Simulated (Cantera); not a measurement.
What does this Cantera script print?

```python
import numpy as np
import cantera as ct

gas = ct.Solution("gri30.yaml")
gas.TPX = 1425, 220, {'H2': 0.02, 'O2': 1, 'H2O': 0.043}
inlet = ct.Reservoir(gas, clone=True)

reactor = ct.IdealGasConstPressureReactor(gas, energy="off", clone=False)
exhaust = ct.Reservoir(gas, clone=True)
tau = [2.3, 1, 0.47, 0.21, 0.098, 0.044, 0.02, 0.0092, 0.0042][0]
for a, b in ((inlet, reactor), (reactor, exhaust)):
    ct.MassFlowController(a, b, mdot=lambda t: reactor.mass / tau)
net = ct.ReactorNet([reactor])
show = ['H2', 'O2', 'HO2', 'H2O2', 'O']

rows = []
print(f"{'tau/s':>10s}{'T/K':>9s}" + "".join(f"{s:>11s}" for s in show))
for tau in [2.3, 1, 0.47, 0.21, 0.098, 0.044, 0.02, 0.0092, 0.0042]:
    net.initial_time = 0.0
    net.advance(30 * tau)
    before = gas.X
    net.advance(40 * tau)
    drift = np.max(np.abs(gas.X - before) / (gas.X + 1e-9))
    rows.append([gas.T, *gas[show].X, drift])
    print(f"{tau:10.3e}{gas.T:9.1f}" + "".join(f"{x:11.3e}" for x in gas[show].X))
```

Result:

```
     tau/s      T/K         H2         O2        HO2       H2O2          O
 2.300e+00   1425.0  2.919e-04  9.289e-01  1.932e-07  6.276e-09  9.437e-03
 1.000e+00   1425.0  3.640e-04  9.267e-01  2.113e-07  6.749e-09  1.139e-02
 4.700e-01   1425.0  4.300e-04  9.254e-01  2.213e-07  7.017e-09  1.255e-02
 2.100e-01   1425.0  5.250e-04  9.247e-01  2.275e-07  7.204e-09  1.320e-02
 9.800e-02   1425.0  6.872e-04  9.244e-01  2.314e-07  7.359e-09  1.338e-02
 4.400e-02   1425.0  1.035e-03  9.246e-01  2.352e-07  7.572e-09  1.317e-02
 2.000e-02   1425.0  1.756e-03  9.252e-01  2.398e-07  7.874e-09  1.247e-02
 9.200e-03   1425.0  3.203e-03  9.266e-01  2.440e-07  8.156e-09  1.108e-02
 4.200e-03   1425.0  6.074e-03  9.292e-01  2.429e-07  7.841e-09  8.596e-03
```

Detailed kinetics in Cantera: GRI-Mech 3.0 (53 species, 325 reactions). Radical loss at walls, strong at low pressure, is not modelled.
